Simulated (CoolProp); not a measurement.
The numbers come from the reference Helmholtz-energy equation of state, Wagner 2002 in CoolProp.

### Question
For water, give the phase and the conductivity (mW/(m K)), Prandtl number at 1000 K and 50.9 bar; 1000 K and 76.4 bar; 1000 K and 280 bar.

### Answer
- 1000 K and 50.9 bar: gas; conductivity 99.6, Prandtl number 0.898
- 1000 K and 76.4 bar: gas; conductivity 102, Prandtl number 0.898
- 1000 K and 280 bar: supercritical; conductivity 121, Prandtl number 0.897

Viscosity comes from a separate model (Huber 2009). Thermal conductivity comes from a separate model (Huber 2012).
